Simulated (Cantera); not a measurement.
An isothermal, constant-pressure homogeneous reactor starts with 53.2 % NO, 46.8 % N2, at 1575 K and 578 Torr.

Model: GRI-Mech 3.0 (53 species, 325 reactions), integrated in Cantera.

One state of this run: x NO = 0.400; x NO2 = 0.000850; x O2 = 0.0651; x N2 = 0.534; x N2O = 5.59e-5; x O = 3.23e-6. x: mole fraction; the columns are a selection and need not sum to one.

Problem. Which value of t (s) does it belong to?
A. 2.00e-6
B. 0.0141
C. 17.0
D. 6.93e-5

Solution. C, 17.0
